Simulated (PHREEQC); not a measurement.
## Reverse-osmosis reject: speciation

Model water analysis in mmol/kgw, 25 °C, pH 8.27, pe 2.2: Na 162; K 0.183; Ca 5.4; Mg 7.27; Cl 184; S(6) 6.22; Alkalinity (meq/kgw) 1; F 0.3; Fe(2) 1.42; Mn(2) 3.76.

Valence states are taken as typed.

Model: ion-association model, wateq4f.dat, run in PHREEQC.

No solid was allowed to form.

Problem. What activity of water, charge-balance error does the model give?

Solution. activity of water 0.994; charge-balance error 0.0 %.

Problem. In which forms is Fe present?

Solution. Fe+2 83 %, FeCl+ 6.5 %, FeSO4 5.3 %, FeOH+ 2.1 %, FeCO3 1.6 %, FeHCO3+ 1.1 % of the Fe.

Examples of supersaturated solids here: Rhodochrosite, Siderite. Others may be too. Fluoro complexes past AlF4- and FeF3 are missing from the database.
